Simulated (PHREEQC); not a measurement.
## Acid rinse or clean: an equilibrium model

Make-up at 25 °C: 0.0047 mol/kgw HBr, 0.24 mol/kgw NaCl and 3.9e-05 mol/kgw MgCl2. Closed to the air; pH follows from the charge balance.

The numbers come from PHREEQC with the ion-association model, phreeqc.dat.

Each row changes one thing in this solution. Precipitation was switched off in this run.

| case | pH | SI of Halite (NaCl) |
|---|---|---|
| as made | 2.43 | -3.10 |
| HBr from 0.0047 to 0.00235 mol/kgw | ? | -3.09 |
| 0.035 mol/kgw TMAH added | ? | -3.10 |
| HBr replaced by KBr at the same molality | 6.97 | -3.10 |
| diluted 2-fold with water | 2.72 | -3.65 |
| diluted 100-fold with water | ? | ? |

Complete the blanks.


- HBr from 0.0047 to 0.00235 mol/kgw, pH: 2.73
- 0.035 mol/kgw TMAH added, pH: 12.31
- diluted 100-fold with water, pH: 4.35
- diluted 100-fold with water, SI of Halite (NaCl): -6.86

(CH3)4N+ isn't in the database: it is added as a free cation with an ion size of 4 Å.
